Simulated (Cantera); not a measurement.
A closed system holds: 1 mol CH3SiH3, 0.93 mol HCl, 700 mol H2, at 0.170 bar.

Method: chemical equilibrium by Gibbs-energy minimisation in Cantera with the NASA 1993 tables (ideal gas, pure condensed phases). Candidate condensed phases: C, C6H6, C7H8, C8H18, Si, SiC; 109 gas species. The feed counts by its element totals alone. Gases not in the tables: Si2H6 and higher silanes. Rates play no part.

log p: log10 of the partial pressure in bar; n: condensed amount in mol.

```json
[
 {"T (°C)": "877", "log p H2": "-0.77", "log p H": "-7.51", "log p HCl": "-3.65", "log p Si": "-12.74", "log p C2H2 (acetylene)": "<-12", "n SiC(s)": "0.996"},
 {"T (°C)": "977", "log p H2": "-0.77", "log p H": "-6.70", "log p HCl": "-3.65", "log p Si": "-11.12", "log p C2H2 (acetylene)": "(withheld)", "n SiC(s)": "0.997"},
 {"T (°C)": "1077", "log p H2": "-0.77", "log p H": "-6.01", "log p HCl": "-3.65", "log p Si": "-9.79", "log p C2H2 (acetylene)": "(withheld)", "n SiC(s)": "0.997"},
 {"T (°C)": "1177", "log p H2": "-0.77", "log p H": "-5.41", "log p HCl": "-3.65", "log p Si": "-8.66", "log p C2H2 (acetylene)": "(withheld)", "n SiC(s)": "0.997"},
 {"T (°C)": "1277", "log p H2": "-0.77", "log p H": "-4.89", "log p HCl": "-3.65", "log p Si": "-7.72", "log p C2H2 (acetylene)": "(withheld)", "n SiC(s)": "0.996"},
 {"T (°C)": "1377", "log p H2": "-0.77", "log p H": "-4.43", "log p HCl": "-3.65", "log p Si": "-6.97", "log p C2H2 (acetylene)": "(withheld)", "n SiC(s)": "0.995"},
 {"T (°C)": "1477", "log p H2": "-0.77", "log p H": "-4.02", "log p HCl": "-3.65", "log p Si": "-6.37", "log p C2H2 (acetylene)": "(withheld)", "n SiC(s)": "0.992"},
 {"T (°C)": "1577", "log p H2": "-0.77", "log p H": "-3.65", "log p HCl": "-3.65", "log p Si": "-5.83", "log p C2H2 (acetylene)": "(withheld)", "n SiC(s)": "0.983"},
 {"T (°C)": "1677", "log p H2": "-0.77", "log p H": "-3.33", "log p HCl": "-3.65", "log p Si": "-5.27", "log p C2H2 (acetylene)": "(withheld)", "n SiC(s)": "0.956"},
 {"T (°C)": "1777", "log p H2": "-0.77", "log p H": "-3.03", "log p HCl": "-3.65", "log p Si": "-4.73", "log p C2H2 (acetylene)": "(withheld)", "n SiC(s)": "0.872"},
 {"T (°C)": "1877", "log p H2": "-0.77", "log p H": "-2.76", "log p HCl": "-3.66", "log p Si": "-4.23", "log p C2H2 (acetylene)": "(withheld)", "n SiC(s)": "0.633"},
 {"T (°C)": "1977", "log p H2": "-0.78", "log p H": "-2.52", "log p HCl": "-3.66", "log p Si": "-3.78", "log p C2H2 (acetylene)": "-3.97", "n SiC(s)": "0"},
 {"T (°C)": "2077", "log p H2": "-0.78", "log p H": "-2.30", "log p HCl": "-3.67", "log p Si": "-3.73", "log p C2H2 (acetylene)": "-3.96", "n SiC(s)": "0"}
]
```

### Question
Complete the blanks.

### Answer

- 977, log p C2H2 (acetylene): -12.57
- 1077, log p C2H2 (acetylene): -11.35
- 1177, log p C2H2 (acetylene): -10.24
- 1277, log p C2H2 (acetylene): -9.19
- 1377, log p C2H2 (acetylene): -8.12
- 1477, log p C2H2 (acetylene): -7.05
- 1577, log p C2H2 (acetylene): -6.12
- 1677, log p C2H2 (acetylene): -5.43
- 1777, log p C2H2 (acetylene): -4.87
- 1877, log p C2H2 (acetylene): -4.40
